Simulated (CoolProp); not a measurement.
Vapour-liquid equilibrium of carbon dioxide (1) + carbonyl sulfide (2) at 1540 kPa; x and y are mole fractions of (1).

Values from CoolProp's multi-fluid Helmholtz-energy mixture model, Span 1996 and Lemmon 2006; pair parameters Bell 2016.

Q: Give the bubble temperature and the first vapour's composition at x = 0.275, 0.425, 0.575. Is there an azeotrope?

A: x = 0.275: 269.5 K, y = 0.665; x = 0.425: 261.3 K, y = 0.773; x = 0.575: 255.8 K, y = 0.841. No azeotrope shows between x = 0.05 and 0.95.

The pair parameters rest on a limited set of measurements; away from them the model extrapolates.
